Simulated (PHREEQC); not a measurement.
A solution holds 0.011 mol/kgw HCl, 0.0013 mol/kgw NiSO4 and 0.099 mol/kgw Na2SO4, at 25 °C. Closed to the air; pH follows from the charge balance.

Model: ion-association model, wateq4f.dat, run in PHREEQC.

No solid was allowed to form.

Question: Order these S species by the share of S that they hold, largest first: NaSO4-, HSO4-, NiSO4, SO4-2.

Answer: SO4-2 (74 %), NaSO4- (18 %), HSO4- (7.5 %), NiSO4 (0.67 %)

The pH is 2.56 and the ionic strength 0.260 mol/kgw.
